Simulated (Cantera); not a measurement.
A freely propagating, adiabatic, planar premixed flame of 15.9 % H2, 17.2 % O2, 67.0 % N2, unburnt at 375 K and 13300 Pa; mixture-averaged transport, grid criteria slope 0.08 and curve 0.16, no radiation.

Computed with Cantera and the H2/O2 subset of GRI-Mech 3.0, which has no nitrogen chemistry. Burning velocities carry a grid error of a few per cent, more on coarse grids. Lean hydrogen flames are cellular in practice and burn faster than this planar one.

x: mole fraction of selected species; z is measured from the peak of heat release.

| z (mm) | T (K) | u (m/s) | x H2 | x O2 | x H2O | x O | x H2O2 | x OH |
|---|---|---|---|---|---|---|---|---|
| -14.4 | 375 | 0.919 | 0.159 | 0.172 | <1e-8 | <1e-8 | <1e-8 | <1e-8 |
| -9.59 | 375 | 0.918 | 0.158 | 0.172 | 1.13e-7 | <1e-8 | <1e-8 | <1e-8 |
| -7.20 | 375 | 0.918 | 0.158 | 0.172 | 9.68e-7 | <1e-8 | <1e-8 | <1e-8 |
| -4.80 | 376 | 0.917 | 0.155 | 0.172 | 2.34e-5 | ? | 1.86e-7 | <1e-8 |
| -2.40 | 431 | 1.03 | 0.133 | 0.175 | 0.00413 | ? | 1.96e-5 | 5.07e-5 |
| -1.20 | 663 | 1.55 | 0.0972 | 0.168 | 0.0298 | ? | 1.06e-5 | 0.000356 |
| 0 | 954 | 2.19 | 0.0510 | 0.145 | 0.0812 | ? | 1.16e-6 | 0.000982 |
| 1.20 | 1163 | 2.66 | 0.0180 | 0.117 | 0.129 | ? | 1.33e-6 | 0.00271 |
| 2.40 | 1278 | 2.92 | 0.00776 | 0.106 | 0.147 | ? | 1.16e-6 | 0.00379 |
| 4.80 | 1390 | 3.16 | 0.00458 | 0.102 | 0.156 | ? | 7.27e-7 | 0.00446 |
| 9.59 | 1480 | 3.35 | 0.00285 | 0.101 | 0.162 | ? | 3.82e-7 | 0.00428 |
| 19.2 | 1537 | 3.47 | 0.00136 | 0.101 | 0.166 | ? | 1.95e-7 | 0.00330 |
| 38.4 | 1564 | 3.53 | 0.000492 | 0.101 | 0.168 | ? | 9.71e-8 | 0.00210 |

Q: Some entries are withheld; supply them.

A: 
- -4.80, x O: 1.37e-8
- -2.40, x O: 4.62e-6
- -1.20, x O: 0.000131
- 0, x O: 0.00208
- 1.20, x O: 0.00575
- 2.40, x O: 0.00706
- 4.80, x O: 0.00596
- 9.59, x O: 0.00371
- 19.2, x O: 0.00175
- 38.4, x O: 0.000633
